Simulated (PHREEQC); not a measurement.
Nickel, zinc or cadmium bath: speciation

Consider water at 25 °C with 0.0048 mol ZnSO4 and 0.00016 mol FeSO4 per kg of water. It is in equilibrium with CO2 at log p = -3.4 (atm). Otherwise closed; pH follows from the charge balance.

The numbers come from PHREEQC with the ion-association model, wateq4f.dat.

No solid was allowed to form.

**Question.** Predict the pH, ionic strength.

**Answer.** pH 5.53; ionic strength 0.0148 mol/kgw.

**Question.** In which forms is C present?

**Answer.** CO2 82 %, HCO3- 14 %, ZnHCO3+ 4.0 % of the C.

Species that the database lacks are ignored.
